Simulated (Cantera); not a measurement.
Charge: 1 mol SiCl₄, 0.89 mol HCl, 9.8 mol H₂, at 1500000 Pa.

Method: chemical equilibrium by Gibbs-energy minimisation in Cantera with the NASA 1993 tables (ideal gas, pure condensed phases). Candidate condensed phases: Si; 19 gas species. The tables' values for SiCl₃ are old estimates; treat these amounts as uncertain. Kinetics and transport are ignored.

log p: log10 of the partial pressure in bar; nothing condenses.

| T (K) | log p H₂ | log p HCl | log p SiCl₄ | log p SiHCl₃ | log p SiCl₃ | log p SiCl₂ |
|---|---|---|---|---|---|---|
| 648 | 1.10 | 0.06 | 0.11 | -2.96 | -8.31 | <-10 |
| 748 | 1.10 | 0.06 | 0.11 | -2.21 | -6.41 | ? |
| 848 | 1.10 | 0.07 | 0.10 | -1.66 | -4.97 | ? |
| 948 | 1.10 | 0.08 | 0.09 | -1.24 | -3.85 | ? |
| 1048 | 1.10 | 0.10 | 0.07 | -0.93 | -2.98 | ? |
| 1148 | 1.09 | 0.13 | 0.03 | -0.71 | -2.29 | ? |
| 1248 | 1.09 | 0.17 | -0.01 | -0.55 | -1.75 | ? |
| 1348 | 1.08 | 0.21 | -0.08 | -0.45 | -1.32 | ? |
| 1448 | 1.08 | 0.26 | -0.16 | -0.41 | -0.99 | ? |

Question: Complete the blanks.

Answer: 
- 748, log p SiCl₂: -10.65
- 848, log p SiCl₂: -8.18
- 948, log p SiCl₂: -6.27
- 1048, log p SiCl₂: -4.77
- 1148, log p SiCl₂: -3.57
- 1248, log p SiCl₂: -2.62
- 1348, log p SiCl₂: -1.85
- 1448, log p SiCl₂: -1.26
